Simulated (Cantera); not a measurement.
Thermodynamics of aluminium nitride and oxide growth, feed Al + N2O + H2

Input: 1 mol Al, 3.1 mol N2O, 1.4 mol H2, held at 0.100 bar.

Method: chemical equilibrium by Gibbs-energy minimisation in Cantera with the NASA 1993 tables (ideal gas, pure condensed phases). Candidate condensed phases: Al, AlN, Al2O3, H2O; 35 gas species. Gases not in the tables: Al(OH)3. The numbers say what is thermodynamically allowed, not how fast it happens.

```tsv
T (°C)	x N2	x H2O	x O2	x NO	x OH	x H2	x O	x H	n Al2O3(s)
427	0.674	0.304	0.0217	8.38e-8	4.73e-11	<1e-12	<1e-12	<1e-12	0.500
527	0.674	0.304	0.0217	5.96e-7	1.54e-9	<1e-12	<1e-12	<1e-12	0.500
627	0.674	0.304	0.0217	2.74e-6	2.31e-8	2.09e-11	2.51e-12	<1e-12	0.500
727	0.674	0.304	0.0217	9.31e-6	2.02e-7	5.71e-10	7.33e-11	<1e-12	0.500
827	0.674	0.304	0.0217	2.53e-5	1.20e-6	8.60e-9	1.16e-9	7.58e-12	0.500
927	0.674	0.304	0.0217	5.81e-5	5.27e-6	8.30e-8	1.17e-8	1.80e-10	0.500
1027	0.674	0.304	0.0217	0.000118	1.85e-5	5.67e-7	8.24e-8	2.64e-9	0.500
1127	0.674	0.304	0.0216	0.000215	5.41e-5	2.96e-6	4.40e-7	2.65e-8	0.500
1227	0.674	0.304	0.0215	0.000362	0.000137	1.24e-5	1.88e-6	1.96e-7	0.500
1327	0.674	0.304	0.0214	0.000571	0.000310	4.36e-5	6.71e-6	1.14e-6	0.500
1427	0.673	0.304	0.0212	0.000852	0.000635	0.000133	2.06e-5	5.36e-6	0.500
1527	0.673	0.303	0.0210	0.00121	0.00120	0.000357	5.57e-5	2.14e-5	0.500
```
x: gas mole fraction; n: condensed amount in mol.

From 427 °C to 1527 °C the condensed part is Al2O3(s).
